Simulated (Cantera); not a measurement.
## Ignition delay

Mixture: 2.52 % CH4, 0.505 % C2H6, 12.4 % O2, 80.5 % N2, 4.04 % H2O, equivalence ratio 0.55, at 1.00 bar, adiabatic and at constant pressure. Ignition delay is the time to a rise of 400 K.

Computed with Cantera and GRI-Mech 3.0 (53 species, 325 reactions).

| T0 (K) | delay (ms) |
|---|---|
| 1100 | 17.1 |
| 1200 | 3.48 |
| 1300 | 1.15 |
| 1400 | 0.481 |
| 1500 | 0.237 |
| 1600 | 0.142 |
| 1700 | 0.107 |
